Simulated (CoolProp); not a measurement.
The fluid at 293.15 K and 12.3 MPa flows at 3.9 m/s in a round tube of 2 mm bore and 0.25 µm roughness, fully developed (64/Re and Nu = 3.66 if laminar; Colebrook and Gnielinski if turbulent). The same conditions are run with several fluids, on thermodynamics alone (safety and materials aside).

Model: reference Helmholtz-energy equation of state of each fluid (oxygen: Schmidt 1985; nitrogen: Span 2000; C2F6 (R116): Lemmon 2006; CF4 (R14): Platzer 1990; dry air: Lemmon 2000), in CoolProp. The equations of Platzer and Polt are older, rougher fits. Blends and air are pseudo-pure fits.

Rank oxygen, nitrogen, C2F6 (R116), CF4 (R14), dry air by Reynolds number, highest first.

CF4 (R14) (133000), C2F6 (R116) (69000), oxygen (56700), dry air (54600), nitrogen (53500)

```tsv
fluid	Darcy friction factor	pressure drop (Pa/m)	heat-transfer coefficient (W/(m² K))	mass flow (kg/h)
oxygen	0.0208	13600	2110	7.58
nitrogen	0.0210	11200	1940	6.18
C2F6 (R116)	0.0200	93300	7900	54.1
CF4 (R14)	0.0177	44600	5710	29.2
dry air	0.0210	11700	1970	6.50
```

Transport values come from each fluid's own correlations; those of C2F6 (R116), CF4 (R14) are estimates that may be off by 10 % or more.
